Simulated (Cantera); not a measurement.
Input: 1 mol Ta(OEt)₅, 0.93 mol O₂.

Method: chemical equilibrium by Gibbs-energy minimisation in Cantera with the NASA 1993 tables (ideal gas, pure condensed phases). Candidate condensed phases: C, C₆H₆, C₇H₈, C₈H₁₈, H₂O, Ta, TaC, Ta₂O₅; 113 gas species. The feed counts by its element totals alone. TaC: taken at fixed stoichiometry. Condensed phases not in the tables: Ta₂C. Kinetics and transport are ignored.

Stable condensed phases, one row left out:

```
T in K \ P in Pa
            0.10    0.50     2.5      13      63     320    1600    7900   40000  200000 1000000
   1973        A       A       A       A       A       A       A       A       A       A       A
   1898        A       A       A       A       A       A       A       A       A       A       A
   1823        A       A       A       A       A       A       A       A       A       A       A
   1748        A       A       A       A       A       A       A       A       A       A       A
   1673        A       A       A       A       A       A       A       A       A       A       A
   1598        A       A       A       A       A       A       A       A       A       A       A
   1523        A       A       A       A       A       A       A       A       A       A       A
   1448        A       A       A       A       A       A       A       A       A       A       B
   1373        A       A       A       A       A       A       A       A       A       A       B
   1298        A       A       A       A       A       A       A       A       A       B       B
   1148        A       A       A       A       A       A       A       B       B       B       B
```

A: C + TaC; B: C + Ta₂O₅.

Give the row for 1223 K.

0.10: C + TaC; 0.50: C + TaC; 2.5: C + TaC; 13: C + TaC; 63: C + TaC; 320: C + TaC; 1600: C + TaC; 7900: C + TaC; 40000: C + Ta₂O₅; 200000: C + Ta₂O₅; 1000000: C + Ta₂O₅.
